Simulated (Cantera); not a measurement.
Cantera run, input and output.

```python
import numpy as np
import cantera as ct

gas = ct.Solution("gri30.yaml")
gas.TPX = 648, 300000, {'CH4': 1, 'O2': 1.67, 'N2': 6.27}
inlet = ct.Reservoir(gas, clone=True)
gas.equilibrate("HP")  # start burning
reactor = ct.IdealGasConstPressureReactor(gas, energy="on", clone=False)
exhaust = ct.Reservoir(gas, clone=True)
tau = [0.1, 0.048, 0.022, 0.011, 0.0049, 0.0023, 0.0011, 0.00051, 0.00024, 0.00011, 5.3e-05, 2.5e-05, 1.2e-05][0]
for a, b in ((inlet, reactor), (reactor, exhaust)):
    ct.MassFlowController(a, b, mdot=lambda t: reactor.mass / tau)
net = ct.ReactorNet([reactor])
show = ['CH4', 'O2', 'NO', 'CH2O', 'O', 'CH2CO', 'C2H4']

rows = []
print(f"{'tau/s':>10s}{'T/K':>9s}" + "".join(f"{s:>11s}" for s in show))
for tau in [0.1, 0.048, 0.022, 0.011, 0.0049, 0.0023, 0.0011, 0.00051, 0.00024, 0.00011, 5.3e-05, 2.5e-05, 1.2e-05]:
    net.initial_time = 0.0
    net.advance(30 * tau)
    before = gas.X
    net.advance(40 * tau)
    drift = np.max(np.abs(gas.X - before) / (gas.X + 1e-9))
    rows.append([gas.T, *gas[show].X, drift])
    print(f"{tau:10.3e}{gas.T:9.1f}" + "".join(f"{x:11.3e}" for x in gas[show].X))
```

Result:

```
     tau/s      T/K        CH4         O2         NO       CH2O          O      CH2CO       C2H4
 1.000e-01   2375.4  3.468e-06  2.485e-04  5.367e-04  2.890e-07  7.337e-05  4.634e-09  2.582e-10
 4.800e-02   2373.0  6.396e-06  3.005e-04  5.492e-04  5.562e-07  8.402e-05  9.067e-09  8.994e-10
 2.200e-02   2368.6  1.144e-05  4.026e-04  5.657e-04  1.065e-06  1.052e-04  1.773e-08  2.960e-09
 1.100e-02   2362.4  1.810e-05  5.588e-04  5.795e-04  1.817e-06  1.381e-04  3.078e-08  7.520e-09
 4.900e-03   2351.5  2.953e-05  8.627e-04  5.881e-04  3.235e-06  2.031e-04  5.562e-08  1.962e-08
 2.300e-03   2336.6  4.603e-05  1.324e-03  5.812e-04  5.381e-06  3.027e-04  9.322e-08  4.426e-08
 1.100e-03   2316.7  7.193e-05  2.010e-03  5.537e-04  8.728e-06  4.498e-04  1.525e-07  9.500e-08
 5.100e-04   2289.4  1.187e-04  3.069e-03  4.997e-04  1.451e-05  6.660e-04  2.612e-07  2.146e-07
 2.400e-04   2255.5  2.046e-04  4.584e-03  4.236e-04  2.450e-05  9.333e-04  4.789e-07  5.138e-07
 1.100e-04   2212.4  3.898e-04  6.949e-03  3.293e-04  4.453e-05  1.216e-03  1.059e-06  1.481e-06
 5.300e-05   2160.8  8.105e-04  1.076e-02  2.317e-04  8.605e-05  1.360e-03  2.954e-06  5.265e-06
 2.500e-05    648.0  1.119e-01  1.868e-01 -8.152e-19 -2.043e-17  2.494e-23 -3.437e-18 -1.993e-17
 1.200e-05    648.0  1.119e-01  1.868e-01 -1.875e-22 -3.628e-22  9.620e-24 -7.906e-22 -4.585e-21
```

Cantera simulation using GRI-Mech 3.0 (53 species, 325 reactions); the numbers are that mechanism's predictions, not measurements.
